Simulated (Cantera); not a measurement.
Feed: 1 mol V₂O₅, 0.44 mol H₂, 2.8 mol H₂O, held at 1950 °C and 0.180 bar.

These are equilibrium values from Cantera (NASA tables, ideal gas, pure condensed phases), not measurements of a reactor. Candidate condensed phases: H₂O, V, VO, V₂O₃, V₂O₄, V₂O₅; 12 gas species. Condensed phases not in the tables: the oxides between V₂O₃ and V₂O₅ other than VO₂. Kinetics and transport are ignored.

Base state: H₂O 0.868, O₂ 0.0762, VO₂ 0.0236, OH 0.0192, H₂ 0.00975, O 0.00203, H 0.00149 (mole fractions); condensed: V₂O₄(l).

What changes in the equilibrium state with this change: V₂O₅ replaced by Ta₂O₅?


| species | before | after |
|---|---|---|
| H₂O | 0.868 | 0.853 |
| H₂ | 0.00975 | 0.136 |
| H | 0.00149 | 0.00556 |
| O₂ | 0.0762 | 0.000380 |
| VO₂ | 0.0236 | 0 |
| OH | 0.0192 | 0.00505 |
| O | 0.00203 | 0.000144 |
| V₂O₄(l), mol | 0.957 | 0 |
| Ta₂O₅(l), mol | 0 | 1.000 |
Further candidate phases: Ta, Ta₂O₅.

What changes in the equilibrium state with this change: pressure from 0.180 bar to 0.133 bar?


```json
[
 {"species": "H₂O", "before": "0.868", "after": "0.857"},
 {"species": "O₂", "before": "0.0762", "after": "0.0757"},
 {"species": "VO₂", "before": "0.0236", "after": "0.0318"},
 {"species": "H₂", "before": "0.00975", "after": "0.0112"},
 {"species": "OH", "before": "0.0192", "after": "0.0205"},
 {"species": "H", "before": "0.00149", "after": "0.00186"},
 {"species": "O", "before": "0.00203", "after": "0.00236"},
 {"species": "V₂O₄(l), mol", "before": "0.957", "after": "0.941"}
]
```
